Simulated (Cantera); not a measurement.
A closed system holds: 1 mol Al, 4.8 mol Cl2, at 352 °C and 13300 Pa.

Equilibrium computed with Cantera from the NASA thermochemical tables; the gas is ideal and each condensed phase is pure. Candidate condensed phases: Al, AlCl3; 8 gas species. The numbers say what is thermodynamically allowed, not how fast it happens.

Base state: Cl2 0.851, Al2Cl6 0.109, AlCl3 0.0396 (mole fractions); condensed: gas only.

What changes in the equilibrium state with this change: temperature from 352 °C to 452 °C?


```tsv
species	before	after
Cl2	0.851	0.809
AlCl3	0.0396	0.138
Al2Cl6	0.109	0.0537
```

What changes in the equilibrium state with this change: pressure from 13300 Pa to 1.20 Pa?


```tsv
species	before	after
Cl2	0.851	0.768
AlCl3	0.0396	0.232
Al2Cl6	0.109	0.000336
Cl	1.32e-7	1.32e-5
```

What changes in the equilibrium state with this change: 0.0082 mol H2 added?


```json
[
 {"species": "Cl2", "before": "0.851", "after": "0.847"},
 {"species": "Al2Cl6", "before": "0.109", "after": "0.109"},
 {"species": "AlCl3", "before": "0.0396", "after": "0.0396"},
 {"species": "HCl", "before": "0", "after": "0.00422"}
]
```
